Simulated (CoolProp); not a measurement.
A Linde-Hampson liquefier for nitrogen: isothermal reversible compression at 280 K from 1 atm to 25 MPa, throttling to 1 atm, return gas leaving the recuperator 2 K below the feed. Each further row changes one setting.

Model: reference Helmholtz-energy equation of state, Span 2000, in CoolProp.

| case | liquid yield per pass | compression work (kJ/kg of gas) |
|---|---|---|
| as stated | 0.098 | 457 |
| high pressure 50 MPa | 0.105 | 527 |
| warm-end temperature 310 K | 0.070 | 510 |
| warm-end gap 7 K | 0.086 | 457 |
